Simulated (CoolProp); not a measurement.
Properties of n-nonane along the isotherm 326.85 °C.

The numbers come from the reference Helmholtz-energy equation of state, Lemmon 2006 in CoolProp. It is a short technical equation, of lower accuracy than the large ones.

| p (kPa) | phase | density (kg/m³) | expansivity (1/kK) | conductivity (mW/(m K)) |
|---|---|---|---|---|
| 1430 | gas | 49.76 | 4.910 | 44.2 |
| 2850 | supercritical | 347.3 | 15.51 | 67.2 |
| 4280 | supercritical | 403.7 | 5.306 | 73.2 |
| 5700 | supercritical | 427.9 | 3.716 | 76.9 |
| 7130 | supercritical | 444.5 | 2.995 | 79.8 |
| 8560 | supercritical | 457.2 | 2.570 | 82.3 |
| 9980 | supercritical | 467.5 | 2.285 | 84.4 |
| 11400 | supercritical | 476.4 | 2.077 | 86.3 |

Thermal conductivity comes from a separate model (Huber 2005).
